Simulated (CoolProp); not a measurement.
The fluid at 331.86 K and 0.517 MPa (liquid) is heated at constant pressure to 344.5 K. The same conditions are run with several fluids, on thermodynamics alone (safety and materials aside).

Values from CoolProp's reference Helmholtz-energy equation of state of each fluid (R1336mzz(Z): McLinden 2020; R123: Younglove 1994; R141b: Lemmon 2006; benzene: Thol 2012; n-nonane: Lemmon 2006).

Q: Rank R1336mzz(Z), R123, R141b, benzene, n-nonane by heat (kJ/kg), highest first.

A: n-nonane (29.9), benzene (23.4), R1336mzz(Z) (16.5), R141b (15.4), R123 (13.6)

```json
[
 {"fluid": "R1336mzz(Z)", "final density (kg/m³)": "1240"},
 {"fluid": "R123", "final density (kg/m³)": "1340"},
 {"fluid": "R141b", "final density (kg/m³)": "1140"},
 {"fluid": "benzene", "final density (kg/m³)": "824"},
 {"fluid": "n-nonane", "final density (kg/m³)": "678"}
]
```
